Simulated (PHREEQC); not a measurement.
## Silver or lead bath: speciation

Make-up at 25 °C: 0.0052 mol Ag2SO4, 0.001 mol HNO3 and 0.0001 mol Cu(NO3)2 per kg of water. Closed to the air; pH follows from the charge balance.

Model: ion-association model, wateq4f.dat, run in PHREEQC.

Precipitation was switched off in this run.

Problem. Estimate the pH.

Solution. pH 3.15.

Problem. In which forms is S present?

Solution. SO4-2 85 %, AgSO4- 10 %, HSO4- 4.1 % of the S.

Complexes and solids missing from the database can't appear.
